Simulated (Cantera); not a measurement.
Input: 1 mol MgO, 0.55 mol F₂, 2 mol O₂, equilibrated at 37.0 mbar.

Equilibrium computed with Cantera from the NASA thermochemical tables; the gas is ideal and each condensed phase is pure. Candidate condensed phases: Mg, MgF₂, MgO; 14 gas species. Mutual solubility and eutectic melting of coexisting phases are not modelled. Kinetics and transport are ignored.

log p: log10 of the partial pressure in bar; n: condensed amount in mol.

```
T (°C)  log p O₂  log p MgF₂     log p O     log p F  log p Mg₂F₄   log p MgF    log p FO  n MgF₂(s)  n MgO(s)  n MgF₂(l)
------  --------  ----------  ----------  ----------  -----------  ----------  ----------  ---------  --------  ---------
477        -1.43        <-13        <-13        <-13         <-13        <-13        <-13      0.550     0.450          0
577        -1.43        <-13  (withheld)        <-13         <-13        <-13        <-13      0.550     0.450          0
677        -1.43      -11.89      -11.21        <-13         <-13        <-13        <-13      0.550     0.450          0
777        -1.43       -9.88       -9.89      -12.46         <-13        <-13        <-13      0.550     0.450          0
877        -1.43       -8.24       -8.80      -10.99       -13.17        <-13        <-13      0.550     0.450          0
977        -1.43       -6.86       -7.88       -9.75       -11.33        <-13        <-13      0.550     0.450          0
1077       -1.43  (withheld)  (withheld)  (withheld)   (withheld)  (withheld)  (withheld)      0.550     0.450          0
1177       -1.43       -4.70       -6.41       -7.79        -8.44      -10.81      -12.07      0.549     0.450          0
1277       -1.43       -3.86       -5.82       -7.01        -7.33       -9.42      -11.23          0     0.450      0.541
1377       -1.44       -3.23       -5.31       -6.38        -6.56       -8.25      -10.55          0     0.450      0.513
1477       -1.46       -2.68       -4.85       -5.83        -5.90       -7.22       -9.96          0     0.450      0.413
```

**Question.** Complete the blanks.

**Answer.** 
- 1077, log p MgF₂: -5.70
- 1077, log p O: -7.09
- 1077, log p F: -8.70
- 1077, log p Mg₂F₄: -9.77
- 1077, log p MgF: -12.43
- 1077, log p FO: -13.05
- 577, log p O: -12.85
